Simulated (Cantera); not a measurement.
A perfectly stirred reactor is fed with CH₄ : O₂ : N₂ : H₂O = 1 : 2.9 : 10.9 : 1.7 (molar parts), at 9.87 atm; it is adiabatic with a 423 K inlet, and is followed from long to short residence time, starting on the burning branch (τ in s: 0.21, 0.088, 0.037, 0.016, 0.0068, 0.0029, 0.0012, 0.00052, 0.00022, 9.4e-05, 4e-05, 1.7e-05, 7.2e-06).

Detailed kinetics in Cantera: GRI-Mech 3.0 (53 species, 325 reactions).

Predict: blow-out, bracketed by the residence times tried; x(CH₄) at τ = 0.210 s; x(O₂) at τ = 0.210 s; x(H₂O) at τ = 0.210 s; x(CH₂O) at τ = 0.210 s; x(CH₄) at τ = 1.20 ms; x(O₂) at τ = 1.20 ms; x(H₂O) at τ = 1.20 ms; x(CH₂O) at τ = 1.20 ms.


* **blow-out, bracketed by the residence times tried**: burning at 0.520 ms, out at 0.220 ms
* **x(CH₄) at τ = 0.210 s**: 2.92e-6
* **x(O₂) at τ = 0.210 s**: 0.0545
* **x(H₂O) at τ = 0.210 s**: 0.224
* **x(CH₂O) at τ = 0.210 s**: 2.68e-7
* **x(CH₄) at τ = 1.20 ms**: 0.000203
* **x(O₂) at τ = 1.20 ms**: 0.0562
* **x(H₂O) at τ = 1.20 ms**: 0.223
* **x(CH₂O) at τ = 1.20 ms**: 2.23e-5
